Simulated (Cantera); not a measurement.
A closed system holds: 1 mol C3H8, 0.015 mol O2, 1.8 mol H2, at 10.0 mbar.

Equilibrium computed with Cantera from the NASA thermochemical tables; the gas is ideal and each condensed phase is pure. Candidate condensed phases: C, C6H6, C7H8, C8H18, H2O; 110 gas species. Rates play no part.

What share of the C ends up in condensed phases as a function of T (K), at 673, 873, 1073, 1273, 1473, 1673, 1873, 2073, 2273, 2473, 2673, 2873, 3073?


```tsv
T (K)	C condensed (%)	as
673	79.6	C(graphite)
873	98.2	C(graphite)
1073	98.9	C(graphite)
1273	99.0	C(graphite)
1473	99.0	C(graphite)
1673	99.0	C(graphite)
1873	98.9	C(graphite)
2073	98.5	C(graphite)
2273	97.6	C(graphite)
2473	95.6	C(graphite)
2673	91.9	C(graphite)
2873	80.6	C(graphite)
3073	0.0	-
```
